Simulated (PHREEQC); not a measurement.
Dissolve 0.0031 mol ZnSO4, 0.018 mol CaCl2 and 0.0097 mol HCl per kg of water at 25 °C. Closed to the air; pH follows from the charge balance.

Model: ion-association model, phreeqc.dat, run in PHREEQC.

No solid was allowed to form.

### Question
Order these Zn species by the share of Zn that they hold, largest first: Zn+2, ZnCl+, ZnCl2, ZnSO4.

### Answer
Zn+2 (90 %), ZnSO4 (5.4 %), ZnCl+ (4.6 %), ZnCl2 (0.14 %)

The pH is 2.12 and the ionic strength 0.0705 mol/kgw.
